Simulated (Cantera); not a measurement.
An isothermal, constant-pressure homogeneous reactor starts with NH3 : H2 = 1 : 3.3 (molar parts), at 1400 K and 0.133 bar. Integrator tolerance rtol = 1e-08.

Model: the gas-phase N/H chemistry of the illustrative SiF4/NH3 mechanism in the Surface Chemkin manual (1991), integrated in Cantera. Walls and surfaces, which speed up NH3 decomposition in real reactors, are not modelled.

What does this change do: temperature 1400 to 1448 K?


```
quantity                                            before                                    after
-----------------  ---------------------------------------  ---------------------------------------
x(NH3) at 70.0 s     0.228 (gas-phase equilibrium 2.97e-6)    0.219 (gas-phase equilibrium 2.53e-6)
x(H2) at 70.0 s        0.770 (gas-phase equilibrium 0.906)      0.776 (gas-phase equilibrium 0.906)
x(N) at 70.0 s     1.93e-10 (gas-phase equilibrium <1e-12)  6.42e-10 (gas-phase equilibrium <1e-12)
x(H) at 70.0 s     9.94e-6 (gas-phase equilibrium 1.28e-5)  1.73e-5 (gas-phase equilibrium 2.42e-5)
x(N2H2) at 70.0 s   1.21e-8 (gas-phase equilibrium <1e-12)   2.14e-8 (gas-phase equilibrium <1e-12)
x(N2H4) at 70.0 s   2.55e-9 (gas-phase equilibrium <1e-12)   3.49e-9 (gas-phase equilibrium <1e-12)
x(NH) at 70.0 s     9.96e-9 (gas-phase equilibrium <1e-12)   2.58e-8 (gas-phase equilibrium <1e-12)
```

What does this change do: H2 3.3 to 0.4 parts?


| quantity | before | after |
|---|---|---|
| x(NH3) at 70.0 s | 0.228 (gas-phase equilibrium 2.97e-6) | 0.665 (gas-phase equilibrium 3.61e-6) |
| x(H2) at 70.0 s | 0.770 (gas-phase equilibrium 0.906) | 0.321 (gas-phase equilibrium 0.792) |
| x(N) at 70.0 s | 1.93e-10 (gas-phase equilibrium <1e-12) | 4.81e-10 (gas-phase equilibrium <1e-12) |
| x(H) at 70.0 s | 9.94e-6 (gas-phase equilibrium 1.28e-5) | 4.02e-6 (gas-phase equilibrium 1.19e-5) |
| x(N2H2) at 70.0 s | 1.21e-8 (gas-phase equilibrium <1e-12) | 1.31e-7 (gas-phase equilibrium <1e-12) |
| x(N2H4) at 70.0 s | 2.55e-9 (gas-phase equilibrium <1e-12) | 2.04e-8 (gas-phase equilibrium <1e-12) |
| x(NH) at 70.0 s | 9.96e-9 (gas-phase equilibrium <1e-12) | 2.69e-8 (gas-phase equilibrium <1e-12) |
